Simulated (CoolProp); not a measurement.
Values from CoolProp's reference Helmholtz-energy equation of state, Span 2000.

**Question.** For nitrogen, give the phase and the cp (kJ/(kg K)), cv (kJ/(kg K)), Joule-Thomson coefficient (K/MPa), conductivity (mW/(m K)) at 200.6 K and 0.101 MPa; 428.6 K and 0.101 MPa.

**Answer.** 
- 200.6 K and 0.101 MPa: gas; cp 1.04, cv 0.743, Joule-Thomson coefficient 4.65, conductivity 18.3
- 428.6 K and 0.101 MPa: gas; cp 1.05, cv 0.750, Joule-Thomson coefficient 0.800, conductivity 34.6

Thermal conductivity comes from a separate model (Lemmon 2004).
